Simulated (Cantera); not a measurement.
Input: 1 mol Si, 0.17 mol O2, 5 mol N2, at 1477 °C and 6.00 bar.

Cantera equilibrium calculation (NASA polynomials, part measured and part estimated; ideal gas, pure solids and liquids). Candidate condensed phases: Si, SiO2, Si2N2O, Si3N4; 16 gas species. Mutual solubility and eutectic melting of coexisting phases are not modelled. Equilibrium is a limit: real reactors are often held back by kinetics, nucleation or transport.

Base state: N2 1.000 (mole fractions); condensed: Si2N2O(s) + Si3N4(s).

Problem. What changes in the equilibrium state with this change: Si replaced by SiC?

Solution. 
| species | before | after |
|---|---|---|
| N2 | 1.000 | 0.999 |
| CO | 0 | 0.00112 |
| Si2N2O(s), mol | 0.340 | 0.335 |
| Si3N4(s), mol | 0.107 | 0.110 |
| C(graphite), mol | 0 | 0.995 |
Further candidate phases: C, SiC.
